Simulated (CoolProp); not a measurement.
Vapour-liquid equilibrium of isopentane (1) + R365MFC (2) at 9.55 °C; x and y are mole fractions of (1).

Values from CoolProp's multi-fluid Helmholtz-energy mixture model, Lemmon 2006 and Lemmon 2016; pair parameters Bell 2016.

**Question.** Give the bubble pressure and the first vapour's composition at x = 0.15, 0.25, 0.75. Is there an azeotrope?

**Answer.** x = 0.15: 0.05018 MPa, y = 0.485; x = 0.25: 0.05672 MPa, y = 0.573; x = 0.75: 0.06235 MPa, y = 0.700. y crosses x between x = 0.65 and 0.75: the model has an azeotrope there.

Pair parameters are fitted to limited data, so mixtures are less certain than the pure fluids. With so large a gap from Raoult's law the liquid may split in two, which this calculation doesn't test in full.
